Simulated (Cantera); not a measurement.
**Reactions in the system Cr-N-O**

Standard-state values (1 bar) from the NASA 1993 polynomials, evaluated with Cantera. Values are per mole of reaction as written; species without (g) are pure solids or liquids, kept so even where they would boil at 1 bar.

O₃(g) + Cr₂N → N(g) + Cr₂O₃

```tsv
T (K)	ΔH° (kJ)	ΔS° (J/K)	ΔG° (kJ)	log10 K
798	-671.7	-55.1	-627.7	41.09
948	-671.0	-54.3	-619.5	34.13
1098	-670.8	-54.1	-611.4	29.09
1248	-671.0	-54.3	-603.3	25.25
1398	-671.7	-54.8	-595.1	22.23
1548	-673.1	-55.7	-586.8	19.80
```
